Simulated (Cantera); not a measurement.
# Transport properties of process gases

Gas mixture: 48.0 % C₂H₄, 35.0 % CH₄, 17.0 % C₂H₂, at 48.0 Torr, frozen composition.

Cantera's kinetic-theory transport with the Lennard-Jones parameters of GRI-Mech 3.0, ideal gas; thermal conductivity in the mixture-averaged form. The composition is frozen, though it would react at the higher temperatures.

```json
[
 {"T (K)": "400", "ρ (kg/m³)": "0.0452", "cp (J/kg/K)": "2042", "μ (µPa s)": "13.8", "λ (mW/m/K)": "39.3", "Pr": "0.716", "D (cm²/s) NO": "4.72", "D (cm²/s) CH₄": "4.65", "D (cm²/s) C₂H₂": "3.87"},
 {"T (K)": "550", "ρ (kg/m³)": "0.0329", "cp (J/kg/K)": "2511", "μ (µPa s)": "18.0", "λ (mW/m/K)": "62.5", "Pr": "0.723", "D (cm²/s) NO": "8.27", "D (cm²/s) CH₄": "8.25", "D (cm²/s) C₂H₂": "6.93"},
 {"T (K)": "700", "ρ (kg/m³)": "0.0258", "cp (J/kg/K)": "2909", "μ (µPa s)": "21.7", "λ (mW/m/K)": "87.0", "Pr": "0.726", "D (cm²/s) NO": "12.5", "D (cm²/s) CH₄": "12.6", "D (cm²/s) C₂H₂": "10.6"},
 {"T (K)": "850", "ρ (kg/m³)": "0.0213", "cp (J/kg/K)": "3222", "μ (µPa s)": "25.1", "λ (mW/m/K)": "112", "Pr": "0.725", "D (cm²/s) NO": "17.4", "D (cm²/s) CH₄": "17.6", "D (cm²/s) C₂H₂": "14.9"},
 {"T (K)": "1000", "ρ (kg/m³)": "0.0181", "cp (J/kg/K)": "3509", "μ (µPa s)": "28.2", "λ (mW/m/K)": "136", "Pr": "0.729", "D (cm²/s) NO": "22.9", "D (cm²/s) CH₄": "23.3", "D (cm²/s) C₂H₂": "19.8"},
 {"T (K)": "1150", "ρ (kg/m³)": "0.0157", "cp (J/kg/K)": "3738", "μ (µPa s)": "31.1", "λ (mW/m/K)": "159", "Pr": "0.729", "D (cm²/s) NO": "29.0", "D (cm²/s) CH₄": "29.5", "D (cm²/s) C₂H₂": "25.1"},
 {"T (K)": "1300", "ρ (kg/m³)": "0.0139", "cp (J/kg/K)": "3932", "μ (µPa s)": "33.9", "λ (mW/m/K)": "182", "Pr": "0.730", "D (cm²/s) NO": "35.6", "D (cm²/s) CH₄": "36.3", "D (cm²/s) C₂H₂": "30.9"}
]
```
D: mixture-averaged diffusion coefficient of that species in the mixture.
